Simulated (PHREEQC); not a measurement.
Solution (30 °C): 0.15 mol/kgw H2SO4, 0.025 mol/kgw ZnSO4 and 0.00047 mol/kgw MnSO4. Closed to the air; pH follows from the charge balance.

Equilibrium calculation in PHREEQC: ion-association model, phreeqc.dat.

Precipitation was switched off in this run.

Q: Order these S species by the share of S that they hold, largest first: Zn(SO4)2-2, SO4-2, ZnSO4, HSO4-.

A: HSO4- (79 %), SO4-2 (15 %), ZnSO4 (4.3 %), Zn(SO4)2-2 (1.7 %)

Q: Order these Zn species by the share of Zn that they hold, largest first: ZnSO4, Zn(SO4)2-2, Zn+2.

A: Zn+2 (64 %), ZnSO4 (30 %), Zn(SO4)2-2 (6.1 %)

The pH is 0.89 and the ionic strength 0.240 mol/kgw. Species that the database lacks are ignored.
